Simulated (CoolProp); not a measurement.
Vapour-liquid equilibrium of benzene (1) + octamethylcyclotetrasiloxane (D4) (2) at 8.5 bar; x and y are mole fractions of (1).

Values from CoolProp's multi-fluid Helmholtz-energy mixture model, Thol 2012 and Thol 2015; pair parameters Bell 2016.

| x | bubble temperature (°C) | y at the bubble point | dew temperature at overall composition x (°C) | liquid density (mol/L) |
|---|---|---|---|---|
| 0.05 | 277.3 | 0.102 | 280.5 | 2.031 |
| 0.125 | 266.9 | 0.261 | 275.8 | 2.261 |
| 0.2 | 255.8 | 0.415 | 271.0 | 2.516 |
| 0.275 | 244.4 | 0.551 | 266.0 | 2.797 |
| 0.35 | 233.4 | 0.663 | 260.7 | 3.105 |
| 0.425 | 223.1 | 0.750 | 255.0 | 3.448 |
| 0.5 | 213.7 | 0.817 | 248.9 | 3.832 |
| 0.575 | 205.2 | 0.868 | 242.2 | 4.269 |
| 0.65 | 197.5 | 0.908 | 234.8 | 4.777 |
| 0.725 | 190.4 | 0.938 | 226.3 | 5.376 |
| 0.8 | 183.9 | 0.962 | 216.3 | 6.096 |
| 0.875 | 178.0 | 0.980 | 203.9 | 6.980 |
| 0.95 | 172.6 | 0.994 | 187.3 | 8.090 |

No azeotrope shows between x = 0.05 and 0.95.

The pair parameters rest on a limited set of measurements; away from them the model extrapolates.
